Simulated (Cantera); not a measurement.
A closed system holds: 1 mol Fe2O3, 0.3 mol CH4, 11 mol H2, equilibrated at 18.0 mbar.

Cantera equilibrium calculation (NASA polynomials, part measured and part estimated; ideal gas, pure solids and liquids). Candidate condensed phases: C, C6H6, C7H8, C8H18, Fe, Fe(CO)5, FeO, Fe(OH)2, Fe(OH)3, Fe2O3, Fe3O4, H2O; 114 gas species. Kinetics and transport are ignored. All values below are at 1923 K.

Base state: H2 0.738, H2O 0.222, CO 0.0233, Fe 0.00823, H 0.00603, CO2 0.00163, OH 0.000156, FeO 4.08e-5 (mole fractions); condensed: Fe(l).

Task: What changes in the equilibrium state with this change: H2 from 11 to 8.1 mol?

Result: 
| species | before | after |
|---|---|---|
| H2 | 0.738 | 0.660 |
| H2O | 0.222 | 0.293 |
| CO | 0.0233 | 0.0299 |
| Fe | 0.00823 | 0.00823 |
| Fe(OH)2 | 3.98e-5 | 7.73e-5 |
| CO2 | 0.00163 | 0.00309 |
| FeO | 4.08e-5 | 6.01e-5 |
| Fe(l), mol | 1.90 | 1.92 |
